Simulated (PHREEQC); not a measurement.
1 kg of water holding 0.0097 mol Na2CO3, 0.54 mol Na2SO4 and 0.014 mol KCl is evaporated at 20 °C; the solids stay in contact with the brine. The system is closed to CO2. Solids allowed: Arcanite, Burkeite, Glaserite, Halite, Kalicinite, Mirabilite, Misenite, Nahcolite, Natron, Sylvite, Thenardite, Trona. Others were left out.

The series has 28 steps of water left (kg), from 1 to 0.003927.

Model: Pitzer model, pitzer.dat, run in PHREEQC.

Task: Which solids form, in which order, and at which step of the series does each first stand?

Result: Mirabilite from water left = 0.3701 kg (pH 10.91); Burkeite from water left = 0.003927 kg (pH 11.63); Glaserite from water left = 0.003927 kg (pH 11.63); Thenardite from water left = 0.003927 kg (pH 11.63).
